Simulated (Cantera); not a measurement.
Charge: 1 mol Si2H6, 0.069 mol O2, 8.8 mol N2, held at 1150 K and 67.0 Pa.

These are equilibrium values from Cantera (NASA tables, ideal gas, pure condensed phases), not measurements of a reactor. Candidate condensed phases: H2O, Si, SiO2, Si2N2O, Si3N4; 35 gas species. The feed counts by its element totals alone. N2 is the only nitrogen source here; it is nearly inert below about 1500 K, so the nitride shown seldom forms there in practice. Mutual solubility and eutectic melting of coexisting phases are not modelled. Equilibrium is a limit: real reactors are often held back by kinetics, nucleation or transport.

Base state: N2 0.715, H2 0.285 (mole fractions); condensed: Si2N2O(s) + Si3N4(s).

Task: What changes in the equilibrium state with this change: 0.52 mol CO2 added?

Result: 
```tsv
species	before	after
N2	0.715	0.711
H2	0.285	0.273
CO	0	0.0162
HCN	0	1.84e-5
Si2N2O(s), mol	0.138	1.00
Si3N4(s), mol	0.575	0
C(graphite), mol	0	0.342
```
Further candidate phases: C, C6H6, C7H8, C8H18, SiC.
